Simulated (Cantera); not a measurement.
Input: 1 mol Fe(CO)5, 1.1 mol CO, 88 mol N2, equilibrated at 96.0 mbar.

Equilibrium computed with Cantera from the NASA thermochemical tables; the gas is ideal and each condensed phase is pure. Candidate condensed phases: C, Fe, Fe(CO)5, FeO, Fe2O3, Fe3O4; 27 gas species. Condensed phases not in the tables: cementite and carbon dissolved in iron. Rates play no part.

Over these rows the condensed part is C(graphite) + Fe(α). Partial pressures as log10 of bar:

```csv
T (K),1000/T (1/K),log p CO2,log p N2,log p CO
923,1.0834,-3.94,-1.05,-2.22
973,1.0277,-4.42,-1.05,-2.21
1023,0.9775,-4.86,-1.05,-2.21
1073,0.9320,-5.26,-1.05,-2.21
1123,0.8905,-5.63,-1.05,-2.21
1173,0.8525,?,-1.05,-2.21
```

Q: Fit log p(CO2) = a + b·(1000/T) to the five rows, give the apparent enthalpy, and predict the row at 1173 K.

A: Means: 1000/T = 0.9822, log p = -4.822. Sxy = 0.203809, Sxx = 0.0232627, so b = 8.76 and a = -4.822 − (8.76)×0.9822 = -13.43.
Apparent enthalpy: −19.145 × (8.76) = -168 kJ/mol. With the condensed phases at unit activity, 2 CO(g) = CO2(g) + C(graphite) links this pressure to the main gases: over the six rows their terms move log p by +0.02 in all, so the slope is close to that reaction's ΔH°. The five rows lie within 0.01 of the line.
Prediction at 1173 K: -13.43 + (8.76)×0.8525 = -5.96. The computed value is -5.97, 0.01 from the line.
